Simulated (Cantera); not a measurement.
An adiabatic, constant-pressure homogeneous reactor starts with 5.68 % CH₃OH, 11.8 % O₂, 78.4 % N₂, 4.15 % CO₂, equivalence ratio 0.72, at 1800 K and 0.440 bar.

Model: GRI-Mech 3.0 (53 species, 325 reactions), integrated in Cantera. GRI-Mech 3.0 was tuned for natural gas; its chemistry of methanol as a main component is partial and can be far from experiment.

One state of this run: T (K) = 2468; x CH₃OH = <1e-12; x O₂ = 0.0350; x CO₂ = 0.0750; x C₂H₄ = <1e-12; x CO = 0.0189; x N₂O = 3.07e-7. x: mole fraction; the columns are a selection and need not sum to one.

Problem. Which value of t (s) does it belong to?
A) 1.37e-5
B) 0.0750
C) 4.00e-6
D) 0.000548

Solution. B, 0.0750
